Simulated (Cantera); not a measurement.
Input: 1 mol C6H6, 0.093 mol CO2, 4.8 mol N2, held at 260000 Pa.

Method: chemical equilibrium by Gibbs-energy minimisation in Cantera with the NASA 1993 tables (ideal gas, pure condensed phases). Candidate condensed phases: C, C6H6, C7H8, C8H18, H2O; 136 gas species. Kinetics and transport are ignored.

Task: At 775 °C, list the 6 most abundant gas species with their mole fractions, and the condensed phases.

Result: N2 0.614, H2 0.344, CO 0.0200, CH4 0.0180, H2O 0.00335, CO2 0.000231. Condensed: C(graphite).
